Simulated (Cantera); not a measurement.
A Cantera script and what it prints.

```python
import numpy as np
import cantera as ct

gas_names = """
    N2O NO
""".split()
cond_names = """
    V2O5(s) V2O5(L) V2O4(I) V2O4(II) V2O4(L)
""".split()


def load(file, names, dense=False):
    # The tables refer to 1 bar. Condensed volumes are neglected.
    table = {s.name: s for s in ct.Species.list_from_file(file)}
    out = []
    for n in names:
        d = dict(table[n].input_data)
        d["thermo"] = dict(d["thermo"], **{"reference-pressure": 1e5})
        if dense:
            d["equation-of-state"] = {"model": "constant-volume", "density": "1e6 g/cm^3"}
        out.append(ct.Species.from_dict(d))
    return out


species = {s.name: s for s in load("nasa_gas.yaml", gas_names) + load("nasa_condensed.yaml", cond_names)}
# Each term lists the table entries of one substance; the one whose range holds T is used.
reactions = {
    'V2O5 + N2O(g) = V2O4 + 2 NO(g)':
        [(-1, ['V2O5(s)', 'V2O5(L)']), (-1, ['N2O']), (1, ['V2O4(I)', 'V2O4(II)', 'V2O4(L)']), (2, ['NO'])],
}


def pick(names, T):
    return next(species[n] for n in names if species[n].thermo.min_temp <= T <= species[n].thermo.max_temp)


results = []
for label, terms in reactions.items():
    print(label)
    print("     T/K   dH/kJ  dS/(J/K)   dG/kJ   log10 K")
    for T in [1198, 1348, 1498, 1648, 1798, 1948, 2098, 2248]:
        used = [(nu, pick(names, T)) for nu, names in terms]
        dH = sum(nu * s.thermo.h(T) for nu, s in used) / 1e6
        dS = sum(nu * s.thermo.s(T) for nu, s in used) / 1e3
        dG = dH - T * dS / 1e3
        logK = -dG * 1e6 / (ct.gas_constant * T * np.log(10))
        results.append((label, T, dH, dS, dG, logK, [s.name for _, s in used]))
        print(f"{T:8g} {dH:8.1f} {dS:8.1f} {dG:8.1f} {logK:8.2f}")
```

It prints:

```
V2O5 + N2O(g) = V2O4 + 2 NO(g)
     T/K   dH/kJ  dS/(J/K)   dG/kJ   log10 K
    1198    161.8    125.1     11.9    -0.52
    1348    160.1    123.7     -6.7     0.26
    1498    158.8    122.8    -25.2     0.88
    1648    158.0    122.3    -43.6     1.38
    1798    157.6    122.1    -61.9     1.80
    1948    274.1    186.1    -88.5     2.37
    2098    279.4    188.7   -116.6     2.90
    2248    284.6    191.1   -145.1     3.37
```

Source: NASA polynomial tables (part measured, part estimated), evaluated in Cantera. Condensed species are held in their standard states even where they would react or evaporate.
